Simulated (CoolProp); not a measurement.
Vapour-liquid equilibrium of R1234yf (1) + R1234ze(E) (2) at 257.1 K; x and y are mole fractions of (1).

Computed with CoolProp (multi-fluid Helmholtz-energy mixture model, Lemmon 2022 and Thol 2016; pair parameters Bell 2022).

**Question.** Give the bubble pressure and the first vapour's composition at x = 0.2, 0.65, 0.8. Is there an azeotrope?

**Answer.** x = 0.2: 128.6 kPa, y = 0.278; x = 0.65: 155.9 kPa, y = 0.731; x = 0.8: 164.6 kPa, y = 0.853. No azeotrope shows between x = 0.05 and 0.95.

The pair parameters rest on a limited set of measurements; away from them the model extrapolates.
